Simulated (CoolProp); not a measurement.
Octamethyltrisiloxane (MDM) at 569.4 K and 0.146 MPa is throttled through a valve to 0.0244 MPa with no heat exchange. Each further row changes one setting.

Values from CoolProp's reference Helmholtz-energy equation of state, Thol 2017.

```csv
case,temperature change (K),final density (kg/m³)
as stated,…,…
outlet pressure 0.00732 MPa,…,0.367
outlet pressure 0.0317 MPa,…,…
```

### Question
Complete the blanks.

### Answer

- as stated, temperature change (K): -1.1
- as stated, final density (kg/m³): 1.23
- outlet pressure 0.00732 MPa, temperature change (K): -1.2
- outlet pressure 0.0317 MPa, temperature change (K): -1.0
- outlet pressure 0.0317 MPa, final density (kg/m³): 1.60
